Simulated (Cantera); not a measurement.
Feed: 1 mol FeS, 0.81 mol H2S, 0.13 mol H2O, at 2000 Pa.

Method: chemical equilibrium by Gibbs-energy minimisation in Cantera with the NASA 1993 tables (ideal gas, pure condensed phases). Candidate condensed phases: Fe, FeO, Fe(OH)2, Fe(OH)3, FeS, FeSO4, FeS2, Fe2O3, Fe2(SO4)3, Fe3O4, H2O, H2SO4, S; 22 gas species. FeS: taken at fixed stoichiometry. Gases not in the tables: S3 to S7. Equilibrium is a limit: real reactors are often held back by kinetics, nucleation or transport.

x: gas mole fraction; n: condensed amount in mol.

```tsv
T (°C)	x H2S	x H2	x S2	x H2O	x SH	x SO	x S	n FeS(s)	n FeS2(s)	n FeS(l)
402	0.706	0.156	1.83e-6	0.138	5.76e-9	<1e-12	<1e-12	0.853	0.147	0
502	0.808	0.0525	0.00125	0.138	4.88e-7	…	<1e-12	0.953	0.0470	0
602	0.785	0.0535	0.0268	0.135	8.60e-6	…	1.96e-10	1.00	0	0
702	0.697	0.115	0.0574	0.130	5.29e-5	…	6.02e-9	1.00	0	0
802	0.574	0.201	0.100	0.124	0.000218	…	9.50e-8	1.00	0	0
902	0.437	0.297	0.148	0.118	0.000653	…	9.05e-7	1.00	0	0
1002	0.311	0.384	0.191	0.111	0.00154	…	5.85e-6	1.00	0	0
1102	0.213	0.452	0.225	0.107	0.00301	…	2.81e-5	1.00	0	0
1202	0.144	0.499	0.248	0.103	0.00515	…	0.000107	0	0	1.00
1302	0.0986	0.530	0.262	0.0997	0.00801	…	0.000337	0	0	1.000
1402	0.0686	0.550	0.269	0.0968	0.0116	…	0.000921	0	0	1.000
```

### Question
Some entries are withheld; supply them.

### Answer

- 502, x SO: 1.85e-10
- 602, x SO: 2.27e-8
- 702, x SO: 2.13e-7
- 802, x SO: 1.34e-6
- 902, x SO: 6.32e-6
- 1002, x SO: 2.41e-5
- 1102, x SO: 7.83e-5
- 1202, x SO: 0.000222
- 1302, x SO: 0.000561
- 1402, x SO: 0.00127
